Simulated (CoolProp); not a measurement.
Vapour-liquid equilibrium of R22 (1) + benzene (2) at 28.25 °C; x and y are mole fractions of (1).

Computed with CoolProp (multi-fluid Helmholtz-energy mixture model, Kamei 1995 and Thol 2012; pair parameters Bell 2016).

Task: Give the bubble pressure and the first vapour's composition at x = 0.05, 0.35, 0.5. Is there an azeotrope?

Result: x = 0.05: 0.08200 MPa, y = 0.824; x = 0.35: 0.3947 MPa, y = 0.969; x = 0.5: 0.5433 MPa, y = 0.981. No azeotrope shows between x = 0.05 and 0.95.

Pair parameters are fitted to limited data, so mixtures are less certain than the pure fluids. The gap from Raoult's law changes sign with composition, which may be real or a fault of the pair parameters; it wasn't checked against measurements.
